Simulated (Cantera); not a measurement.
An isothermal, constant-pressure homogeneous reactor starts with NH3 : H2 = 1 : 2.1 (molar parts), at 2198 K and 13300 Pa. Integrator tolerance rtol = 1e-08.

Cantera simulation using the gas-phase N/H chemistry of the illustrative SiF4/NH3 mechanism in the Surface Chemkin manual (1991); the numbers are that mechanism's predictions, not measurements. Walls and surfaces, which speed up NH3 decomposition in real reactors, are not modelled.

Task: What does this change do: pressure from 13300 Pa to 1330 Pa?

Result: 
```csv
quantity,before,after
x(NH3) at 2.00 s,2.86e-6 (gas-phase equilibrium 5.56e-7),0.000155 (gas-phase equilibrium 5.25e-8)
x(H2) at 2.00 s,0.865 (gas-phase equilibrium 0.865),0.863 (gas-phase equilibrium 0.836)
x(N2H4) at 2.00 s,<1e-12 (gas-phase equilibrium <1e-12),<1e-12 (gas-phase equilibrium <1e-12)
x(H) at 2.00 s,0.0143 (gas-phase equilibrium 0.0143),0.0155 (gas-phase equilibrium 0.0444)
x(NH) at 2.00 s,6.04e-8 (gas-phase equilibrium 1.17e-8),3.86e-6 (gas-phase equilibrium 1.14e-8)
x(N) at 2.00 s,5.94e-8 (gas-phase equilibrium 1.15e-8),4.13e-6 (gas-phase equilibrium 3.62e-8)
```
